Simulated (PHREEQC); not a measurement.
Solution (5 °C): 0.2 mol/kgw NH4Cl and 0.0059 mol/kgw NaOH. It is in equilibrium with CO2 at log p = -3.4 (atm). Otherwise closed; pH follows from the charge balance.

All values are PHREEQC results (ion-association model, phreeqc.dat), not measurements.

```json
[
 {"quantity": "pH", "before": "8.34", "after": "8.25"},
 {"quantity": "HCO3- (mol/kgw)", "before": "0.00227", "after": "0.00188"},
 {"quantity": "CO2 (mol/kgw)", "before": "2.44e-5", "after": "2.39e-5"},
 {"quantity": "NaHCO3 (mol/kgw)", "before": "4.60e-6", "after": "3.52e-6"}
]
```

Task: Name the change that produced these shifts.
(A) NH4Cl replaced by FeCl2 at the same molality
(B) NH4Cl replaced by NH4HF2 at the same molality
(C) diluted 5-fold with water
(D) diluted 2-fold with water
(E) NH4Cl from 0.2 to 0.3 mol/kgw

Result: E, NH4Cl from 0.2 to 0.3 mol/kgw

This is a speciation only: nothing precipitates in the calculation. Constants without temperature data keep their 25 °C values here.
